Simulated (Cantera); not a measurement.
A Cantera script and its output.

```python
import numpy as np
import cantera as ct

gas = ct.Solution("gri30.yaml")
gas.TPX = 575, 31000, {'CH4': 1, 'C2H6': 0.29, 'O2': 2.01, 'N2': 7.56, 'H2O': 0.65}
flame = ct.FreeFlame(gas, width=0.091)
flame.set_refine_criteria(ratio=3, slope=0.08, curve=0.16)
flame.transport_model = "mixture-averaged"
flame.solve(loglevel=0, auto=True)
z, T = flame.grid, flame.T
thick = (T[-1] - T[0]) / np.gradient(T, z).max()
show = ['CH4', 'C2H6', 'O2', 'O', 'CH2CO', 'C2H']
print(f"laminar burning velocity  {flame.velocity[0] * 100:.3f} cm/s")
print(f"burnt temperature         {T[-1]:.1f} K")
print(f"thermal thickness         {thick * 1e3:.4f} mm")
print(f"grid points               {len(z)}")
z0 = z[flame.heat_release_rate.argmax()]
print(f"{'z/mm':>9s}{'T/K':>9s}{'u/(m/s)':>9s}" + "".join(f"{s:>11s}" for s in show))
rows = []
for k in (-3, -2, -1.5, -1, -0.5, -0.25, 0, 0.25, 0.5, 1, 2, 4, 8):
    zz = z0 + k * thick
    rows.append([k * thick, np.interp(zz, z, T), np.interp(zz, z, flame.velocity),
                 *(np.interp(zz, z, flame.X[gas.species_index(s)]) for s in show)])
    print(f"{rows[-1][0] * 1e3:9.3f}{rows[-1][1]:9.1f}{rows[-1][2]:9.3f}" + "".join(f"{x:11.3e}" for x in rows[-1][3:]))
```

Output:

```
laminar burning velocity  65.831 cm/s
burnt temperature         2019.7 K
thermal thickness         1.6505 mm
grid points               142
     z/mm      T/K  u/(m/s)        CH4       C2H6         O2          O      CH2CO        C2H
   -4.951    575.5    0.662  8.644e-02  2.509e-02  1.738e-01  1.647e-15  1.024e-08  9.508e-25
   -3.301    579.1    0.670  8.563e-02  2.493e-02  1.725e-01  3.053e-13  1.575e-07  5.911e-22
   -2.476    594.7    0.693  8.412e-02  2.466e-02  1.702e-01  5.572e-11  1.394e-06  2.351e-19
   -1.650    685.1    0.812  7.843e-02  2.346e-02  1.613e-01  1.892e-08  1.876e-05  2.727e-15
   -0.825   1081.0    1.322  5.611e-02  1.533e-02  1.213e-01  3.086e-06  2.542e-04  1.916e-10
   -0.413   1427.8    1.783  3.423e-02  5.891e-03  7.964e-02  3.704e-05  6.013e-04  3.156e-08
    0.000   1737.9    2.205  1.210e-02  4.441e-04  3.612e-02  1.489e-04  4.364e-04  8.919e-07
    0.413   1898.7    2.420  2.559e-03  1.079e-05  1.184e-02  1.843e-04  9.062e-05  2.088e-06
    0.825   1955.6    2.491  5.450e-04  4.964e-07  3.464e-03  1.374e-04  1.905e-05  1.432e-06
    1.650   1982.9    2.519  5.116e-05  4.709e-09  3.799e-04  8.937e-05  2.960e-06  3.661e-07
    3.301   1992.4    2.527  2.757e-06  1.340e-11  8.111e-05  7.076e-05  2.433e-07  3.004e-08
    6.602   1998.6    2.533  5.483e-08  5.177e-15  6.047e-05  5.558e-05  4.683e-09  5.273e-10
   13.204   2006.2    2.541  3.953e-10  2.111e-18  4.137e-05  3.807e-05  2.884e-11  2.800e-12
```

Computed with Cantera and GRI-Mech 3.0 (53 species, 325 reactions). Burning velocities carry a grid error of a few per cent, more on coarse grids.
